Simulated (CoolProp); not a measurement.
The fluid at 400.23 K and 0.338 MPa flows at 0.15 m/s in a round tube of 12.7 mm bore and 0.25 µm roughness, fully developed (64/Re and Nu = 3.66 if laminar; Colebrook and Gnielinski if turbulent). The same conditions are run with several fluids, on thermodynamics alone (safety and materials aside).

Computed with CoolProp (reference Helmholtz-energy equation of state of each fluid (R404A: Lemmon 2003; R152A: Outcalt 1996; R134a: Tillner-Roth 1994; C2F6 (R116): Lemmon 2006; carbon dioxide: Span 1996)). Blends and air are pseudo-pure fits.

| fluid | Reynolds number | Darcy friction factor | pressure drop (Pa/m) | heat-transfer coefficient (W/(m² K)) | mass flow (kg/h) |
|---|---|---|---|---|---|
| R404A | 1190 | … | 0.482 | 6.10 | 0.692 |
| R152A | 879 | 0.0728 | … | 6.98 | … |
| R134a | … | … | 0.469 | 6.23 | 0.726 |
| C2F6 (R116) | 1440 | 0.0444 | 0.558 | 6.58 | … |
| carbon dioxide | 435 | 0.147 | … | 7.16 | 0.308 |

### Question
What belongs in the gaps?

### Answer

- R404A, Darcy friction factor: 0.0538
- R152A, pressure drop (Pa/m): 0.444
- R152A, mass flow (kg/h): 0.471
- R134a, Reynolds number: 1280
- R134a, Darcy friction factor: 0.0499
- C2F6 (R116), mass flow (kg/h): 0.970
- carbon dioxide, pressure drop (Pa/m): 0.586

Transport values come from each fluid's own correlations; those of R152A, R134a, C2F6 (R116) are estimates that may be off by 10 % or more.
